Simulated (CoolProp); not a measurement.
Vapour-liquid equilibrium of propane (1) + toluene (2) at 50.85 °C; x and y are mole fractions of (1).

Values from CoolProp's multi-fluid Helmholtz-energy mixture model, Lemmon 2009 and Lemmon 2006; pair parameters Bell 2016.

```tsv
x	bubble pressure, mixture model (bar)	bubble pressure, Raoult's law (bar)	y, mixture model	y, Raoult's law
0.05	?	0.9936	?	0.878
0.2	?	3.592	0.974	0.972
0.35	7.925	6.191	0.984	0.987
0.5	10.19	8.790	?	0.993
0.65	12.05	11.39	0.991	0.996
0.8	13.90	13.99	0.994	0.998
0.95	16.33	16.59	0.998	1.000
```

Task: Fill in the missing entries.

Result: 
- 0.05, bubble pressure, mixture model (bar): 1.438
- 0.05, y, mixture model: 0.911
- 0.2, bubble pressure, mixture model (bar): 5.021
- 0.5, y, mixture model: 0.988

The largest gap from Raoult's law is +44.7 % in bubble pressure, at x = 0.05. No azeotrope shows between x = 0.05 and 0.95.

The pair parameters rest on a limited set of measurements; away from them the model extrapolates. The gap from Raoult's law changes sign with composition, which may be real or a fault of the pair parameters; it wasn't checked against measurements.
